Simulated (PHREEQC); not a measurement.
Make-up at 25 °C: 0.00018 mol PbCl2 and 0.0041 mol Na2SO4 per kg of water. Closed to the air; pH follows from the charge balance.

Computed with PHREEQC (ion-association model, wateq4f.dat).

Q: The ionic strength comes out as 0.0123 mol/kgw. What activity coefficients do Pb+2, PbOH+, Cl-, SO4-2, NaSO4- get?

A: Pb+2 0.64, PbOH+ 0.89, Cl- 0.89, SO4-2 0.64, NaSO4- 0.90.

No solid was allowed to form. Saturation is exceeded, for instance for Anglesite, Larnakite; the values hold only as long as no solid forms.
